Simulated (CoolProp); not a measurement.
A simple Rankine cycle with water: condensing at 310.15 K, boiler at 13.1 MPa, turbine inlet 644.6 K, turbine efficiency 0.65, pump efficiency 0.8, no recuperator. Each further row changes one setting.

Computed with CoolProp (reference Helmholtz-energy equation of state, Wagner 2002).

```tsv
case	thermal efficiency (%)	net work (kJ/kg)	heat in (kJ/kg)	turbine exit temperature (K)	volume ratio over the turbine
as stated	25.8	706	2740	310.2	(withheld)
turbine inlet 664.6 K	(withheld)	735	(withheld)	310.2	(withheld)
condensing temperature 302.15 K	26.5	(withheld)	2770	302.1	1730
boiler pressure 9.17 MPa	25.3	724	2860	310.2	743
turbine efficiency 0.55	21.7	595	2740	310.2	(withheld)
```

### Question
What belongs in the gaps?

### Answer

- as stated, volume ratio over the turbine: 1140
- turbine inlet 664.6 K, thermal efficiency (%): 26.0
- turbine inlet 664.6 K, heat in (kJ/kg): 2820
- turbine inlet 664.6 K, volume ratio over the turbine: 1080
- condensing temperature 302.15 K, net work (kJ/kg): 734
- turbine efficiency 0.55, volume ratio over the turbine: 1200

The expansion ends wet for: as stated; turbine inlet 664.6 K; condensing temperature 302.15 K; boiler pressure 9.17 MPa; turbine efficiency 0.55.
